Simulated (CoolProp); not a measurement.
The numbers come from the reference Helmholtz-energy equation of state, Thol 2017 in CoolProp.

Q: Give the vapour pressure (MPa), liquid cp (kJ/(kg K)), surface tension (mN/m) of saturated octamethyltrisiloxane (MDM) at 135.75, 189.05 °C.

A: 
| T (°C) | p (MPa) | liquid cp (kJ/(kg K)) | surface tension (mN/m) |
|---|---|---|---|
| 135.75 | 0.0639 | 2.07 | 7.54 |
| 189.05 | 0.241 | 2.22 | 4.07 |

Surface tension comes from a separate correlation (Mulero 2014), older than this fluid's equation and unchecked against measurements.
